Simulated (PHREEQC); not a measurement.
A solution holds 0.003 mol/kgw Zn(NO3)2 and 0.00032 mol/kgw HBr, at 26 °C. Closed to the air; pH follows from the charge balance.

Equilibrium calculation in PHREEQC: ion-association model, phreeqc.dat.

| Property | Result |
|---|---|
| pH | 3.53 |
| ionic strength | 0.00932 mol/kgw |
| specific conductance | 825 µS/cm |
| total alkalinity | -0.320 meq/kg |

| species | molality | activity | log γ |
|---|---|---|---|
| NO3- | 0.00600 | 0.00541 | -0.045 |
| Zn+2 | 0.00300 | 0.00203 | -0.170 |
| H+ | 0.000320 | 0.000293 | -0.038 |
| Br- | 0.000320 | 0.000288 | -0.045 |
| ZnBr+ | 1.70e-7 | 1.54e-7 | -0.044 |
| ZnOH+ | 9.04e-9 | 8.18e-9 | -0.044 |

No solid was allowed to form. Species that the database lacks are ignored.
